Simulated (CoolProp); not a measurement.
Vapour-liquid equilibrium of R113 (1) + n-hexane (2) at 0.106 bar; x and y are mole fractions of (1).

The numbers come from the multi-fluid Helmholtz-energy mixture model, Marx 1992 and Thol 2019; pair parameters Bell 2016 in CoolProp.

```
x     bubble temperature (K)  y at the bubble point  dew temperature at overall composition x (K)  liquid density (mol/L)
----  ----------------------  ---------------------  --------------------------------------------  ----------------------
0.05                   281.8                  0.151                                         283.4                   7.800
0.2                    276.8                  0.436                                         281.0                   7.955
0.35                   273.5                  0.601                                         278.4                   8.099
0.5                    271.2                  0.714                                         275.6                   8.240
0.65                   269.3                  0.805                                         272.5                   8.384
0.8                    267.8                  0.887                                         269.4                   8.533
0.95                   266.5                  0.970                                         266.8                   8.688
```

No azeotrope shows between x = 0.05 and 0.95.

The pair parameters rest on a limited set of measurements; away from them the model extrapolates.
